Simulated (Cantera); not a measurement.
An isothermal, constant-pressure homogeneous reactor starts with N2O : H2 : N2 = 1 : 0.039 : 7.3 (molar parts), at 1425 K and 2300 Pa.

Computed with Cantera and GRI-Mech 3.0 (53 species, 325 reactions). GRI-Mech 3.0 was tuned for natural gas; its chemistry of N2O as a main component is partial and can be far from experiment. Radical loss at walls, strong at low pressure, is not modelled. The temperature is held fixed by assumption; the heat of reaction is taken as removed at once.

x: mole fraction; the columns are a selection and need not sum to one.

```tsv
t (s)	x N2O	x H2	x H	x N2	x H2O2
1.00e-5	0.120	0.00468	1.88e-9	0.875	<1e-12
3.76e-5	0.120	0.00468	2.41e-8	0.875	<1e-12
0.000141	0.120	0.00468	2.57e-7	0.875	<1e-12
0.000531	0.120	0.00467	2.05e-6	0.875	1.11e-11
0.00200	0.120	0.00455	1.09e-5	0.876	8.24e-10
0.00751	0.118	0.00334	2.20e-5	0.877	4.60e-9
0.0282	0.114	0.000602	4.52e-6	0.880	4.50e-9
0.106	0.109	1.09e-5	3.33e-7	0.883	1.70e-9
0.399	___	___	3.12e-7	0.890	6.13e-10
1.50	0.0512	7.38e-7	3.99e-7	0.909	2.73e-10
5.64	0.00601	9.91e-7	5.16e-7	0.929	1.84e-10
21.2	___	___	___	0.932	2.49e-11
79.8	9.57e-8	9.09e-8	1.37e-8	0.932	1.88e-11
300	9.55e-8	9.09e-8	1.37e-8	0.932	1.88e-11
```

Complete the blanks.


- 0.399, x N2O: 0.0926
- 0.399, x H2: 6.29e-7
- 21.2, x N2O: 2.02e-5
- 21.2, x H2: 1.24e-7
- 21.2, x H: 2.16e-8
